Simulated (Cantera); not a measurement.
# SiHCl3 + NH3 + H2 (silicon nitride deposition)

Input: 1 mol SiHCl3, 0.13 mol NH3, 55 mol H2, at 725 °C and 0.660 bar.

Cantera equilibrium calculation (NASA polynomials, part measured and part estimated; ideal gas, pure solids and liquids). Candidate condensed phases: NH4Cl, Si, Si3N4; 28 gas species. The tables' values for SiCl3 are old estimates; treat these amounts as uncertain. Rates play no part.

```yaml
x(H2): 0.980
x(HCl): 0.00653
x(SiHCl3): 0.00651
x(SiCl4): 0.00626
x(SiH2Cl2): 0.000728
x(SiCl3): 0.000137
x(SiCl2): 7.38e-5
x(SiH3Cl): 2.08e-5
n(Si(s)): 0.127 mol
n(Si3N4(s)): 0.0325 mol
gas_amount: 56.43 mol
```
